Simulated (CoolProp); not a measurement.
Vapour-liquid equilibrium of cis-2-butene (1) + acetone (2) at 1080 kPa; x and y are mole fractions of (1).

Model: multi-fluid Helmholtz-energy mixture model, Lemmon 2005 and Lemmon 2006; pair parameters Bell 2016, in CoolProp.

| x | bubble temperature, mixture model (°C) | bubble temperature, Raoult's law (°C) | y, mixture model | y, Raoult's law |
|---|---|---|---|---|
| 0.05 | 138.6 | 142.2 | 0.168 | 0.141 |
| 0.125 | 127.5 | 135.3 | … | 0.314 |
| 0.2 | 118.6 | 129.1 | … | 0.451 |
| 0.275 | 111.7 | 123.4 | 0.599 | 0.561 |
| 0.35 | 106.4 | 118.2 | 0.667 | 0.651 |
| 0.425 | 102.3 | 113.5 | 0.718 | 0.724 |
| 0.5 | 99.1 | 109.1 | … | 0.784 |
| 0.575 | 96.4 | 105.0 | 0.791 | 0.834 |
| 0.65 | 94.2 | 101.3 | 0.822 | 0.875 |
| 0.725 | 92.3 | 97.8 | 0.852 | 0.910 |
| 0.8 | … | 94.5 | 0.884 | 0.940 |
| 0.875 | 89.0 | 91.5 | 0.921 | 0.966 |
| 0.95 | … | 88.6 | 0.964 | 0.987 |

### Question
Complete the blanks.

### Answer

- 0.125, y, mixture model: 0.365
- 0.2, y, mixture model: 0.503
- 0.5, y, mixture model: 0.757
- 0.8, bubble temperature, mixture model (°C): 90.6
- 0.95, bubble temperature, mixture model (°C): 87.6

The largest gap from Raoult's law is -11.8 K in bubble temperature, at x = 0.35. No azeotrope shows between x = 0.05 and 0.95.

The pair parameters rest on a limited set of measurements; away from them the model extrapolates.
